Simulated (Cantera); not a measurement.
Feed: 1 mol BN, 7.6 mol H2O, 46 mol N2, held at 1973 K and 1000 Pa.

Equilibrium computed with Cantera from the NASA thermochemical tables; the gas is ideal and each condensed phase is pure. Candidate condensed phases: B, BN, B2O3, B3O3H3, H2O; 39 gas species. Kinetics and transport are ignored.

Base state: N2 0.850, H2O 0.102, H2 0.0271, HBO2 0.0175, H 0.00222, OH 0.000791, B2O3 0.000300, BO2 0.000164 (mole fractions); condensed: gas only.

### Question
What changes in the equilibrium state with this change: pressure from 1000 Pa to 7200 Pa?

### Answer
| species | before | after |
|---|---|---|
| N2 | 0.850 | 0.851 |
| H2O | 0.102 | 0.102 |
| H2 | 0.0271 | 0.0273 |
| H | 0.00222 | 0.000830 |
| HBO2 | 0.0175 | 0.0176 |
| O | 4.77e-5 | 6.64e-6 |
| O2 | 7.74e-5 | 1.08e-5 |
